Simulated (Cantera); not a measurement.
Feed: 1 mol C3H8, 15 mol H2, held at 650 K and 0.133 bar.

Equilibrium computed with Cantera from the NASA thermochemical tables; the gas is ideal and each condensed phase is pure. Candidate condensed phases: C, C6H6, C7H8, C8H18; 76 gas species. The numbers say what is thermodynamically allowed, not how fast it happens.

Base state: H2 0.812, CH4 0.188 (mole fractions); condensed: gas only.

Task: What changes in the equilibrium state with this change: temperature from 650 K to 2523.15 K?

Result: 
```tsv
species	before	after
H2	0.812	0.916
H	<1e-9	0.0729
C2H2 (acetylene)	<1e-9	0.0109
CH4	0.188	1.62e-5
C2H	<1e-9	6.55e-5
C4H2	<1e-9	5.38e-5
CH3	<1e-9	2.30e-5
C(graphite), mol	0	2.56
```
